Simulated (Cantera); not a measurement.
## Thermodynamics of fluorocarbon and chlorocarbon gases, feed CH₃F + CH₄

A closed system holds: 1 mol CH₃F, 0.21 mol CH₄, held at 0.00170 bar.

Cantera equilibrium calculation (NASA polynomials, part measured and part estimated; ideal gas, pure solids and liquids). Candidate condensed phases: C, C₆H₆, C₇H₈, C₈H₁₈; 95 gas species. Equilibrium is a limit: real reactors are often held back by kinetics, nucleation or transport.

From 3000 K to 3400 K nothing is condensed. The main C-bearing gas is C₃ at 3000 K and C at 3400 K.

```tsv
T (K)	x H	x HF	x F	x C	x C₃	x H₂	x C₂
3000	0.630	0.200	0.0289	0.0220	0.0739	0.0270	0.0102
3050	0.639	0.184	0.0388	0.0289	0.0692	0.0206	0.0117
3100	0.646	0.166	0.0505	0.0373	0.0637	0.0157	0.0132
3150	0.651	0.147	0.0638	0.0474	0.0574	0.0120	0.0147
3200	0.654	0.126	0.0779	0.0593	0.0505	0.00921	0.0160
3250	0.656	0.106	0.0920	0.0729	0.0432	0.00709	0.0169
3300	0.656	0.0865	0.105	0.0879	0.0357	0.00548	0.0174
3350	0.654	0.0694	0.117	0.104	0.0284	0.00424	0.0175
3400	0.651	0.0547	0.127	0.120	0.0217	0.00330	0.0169
```
x: gas mole fraction; nothing condenses.
